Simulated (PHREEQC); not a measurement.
PHREEQC input (ion-association model, wateq4f.dat):

```
SOLUTION_MASTER_SPECIES
  An  An-  0  An  62.0  # stands for a non-complexing anion
SOLUTION_SPECIES
  An- = An-
    -log_k 0
    -gamma 3.0 0
PHASES
  Fix_H+
    H+ = H+
    -log_k 0
SOLUTION 1
  temp 25
  units mmol/kgw
  pH 7 charge
  Cl 0.104
  Ba 0.052
  Na 5
  An 5
END
SELECTED_OUTPUT 1
  -reset false
  -pH true
  -pe true
  -ionic_strength true
  -water true
  -totals Ba Cl Na
  -molalities Hfo_wOH Hfo_wOH2+ Hfo_wO- Hfo_sOH Hfo_sOH2+ Hfo_sO- Hfo_sOHBa+2 Hfo_wOBa+
  -saturation_indices Halite
USER_PUNCH 1
  -headings sigma psi
  10 PUNCH EDL("sigma", "Hfo"), EDL("psi", "Hfo")
PRINT
  -reset false
USE solution 1
SURFACE 1
  Hfo_wOH 0.000539326 600 0.24
  Hfo_sOH 1.34831e-05
EQUILIBRIUM_PHASES 1
  Fix_H+ -3 HAn 10
    -force_equality true
  O2(g) -0.68 10
END
# ... the last block is repeated for the other 12 points of pH, with NaOH or the acid as the point needs
```

Selected output (columns that matter, 13 of 13 rows; pH added in front):

```
pH	mu	Ba	Na	m_Hfo_wOH	m_Hfo_wOH2+	m_Hfo_wO-	m_Hfo_sOH	m_Hfo_sOH2+	m_Hfo_sO-	m_Hfo_sOHBa+2	m_Hfo_wOBa+	si_Halite	sigma	psi
3	0.0064625	5.2e-05	0.005	9.4993e-05	0.00044387	4.6573e-07	2.3748e-06	1.1097e-05	1.1643e-08	1.4651e-12	5.3503e-17	-7.94	0.30455	0.21417
3.67	0.0055528	5.2e-05	0.005	0.00020731	0.00032903	2.9923e-06	5.1827e-06	8.2256e-06	7.4806e-08	8.2479e-12	8.8673e-16	-7.9351	0.22394	0.20228
4.33	0.0053176	5.2e-05	0.005	0.00030334	0.00022669	9.299e-06	7.5835e-06	5.6671e-06	2.3247e-07	5.6235e-11	1.284e-14	-7.9338	0.14931	0.18259
5	0.005235	5.2e-05	0.005	0.00036611	0.00015316	2.0048e-05	9.1525e-06	3.829e-06	5.0118e-07	4.6633e-10	1.9021e-13	-7.9333	0.091431	0.15786
5.67	0.005197	5.1995e-05	0.005	0.00039733	0.00010874	3.3259e-05	9.9297e-06	2.7175e-06	8.3119e-07	4.741e-09	2.957e-12	-7.9331	0.051849	0.12912
6.33	0.0051767	5.1942e-05	0.005	0.00040924	8.4897e-05	4.5191e-05	1.0187e-05	2.1132e-06	1.1249e-06	5.836e-08	4.821e-11	-7.9329	0.027347	0.097198
7	0.0051632	5.1162e-05	0.005	0.0004131	7.1677e-05	5.4543e-05	9.6866e-06	1.6807e-06	1.2789e-06	8.3684e-07	8.7743e-10	-7.9329	0.012873	0.062154
7.67	0.0051466	4.5606e-05	0.0050063	0.00041389	5.9843e-05	6.5578e-05	5.4511e-06	7.8816e-07	8.6368e-07	6.3802e-06	1.4292e-08	-7.9322	0.0046672	0.027204
8.33	0.0051466	3.9377e-05	0.0050294	0.00041164	5.0321e-05	7.7143e-05	8.2204e-07	1.0049e-07	1.5405e-07	1.2407e-05	2.168e-07	-7.9302	-0.0012372	-0.0075261
9	0.0051558	3.494e-05	0.005057	0.0004057	4.3707e-05	8.6267e-05	5.8923e-08	6.3481e-09	1.253e-08	1.3405e-05	3.6546e-06	-7.9279	-0.0081088	-0.043915
9.67	0.0051826	1.4857e-05	0.0051512	0.00037783	3.0463e-05	0.00010735	1.1371e-08	9.1682e-10	3.2309e-09	1.3468e-05	2.3676e-05	-7.92	-0.017612	-0.076103
10.33	0.0053627	1.6587e-06	0.005383	0.00034704	2.0442e-05	0.00013497	9.1814e-09	5.4082e-10	3.5708e-09	1.347e-05	3.6871e-05	-7.902	-0.033988	-0.10708
11	0.0062433	1.3155e-07	0.0062925	0.00031146	1.2563e-05	0.00017689	1.1549e-08	4.6582e-10	6.559e-09	1.3464e-05	3.8404e-05	-7.839	-0.066342	-0.13699
```

The oxide is taken as insoluble; below pH 4 it would dissolve.
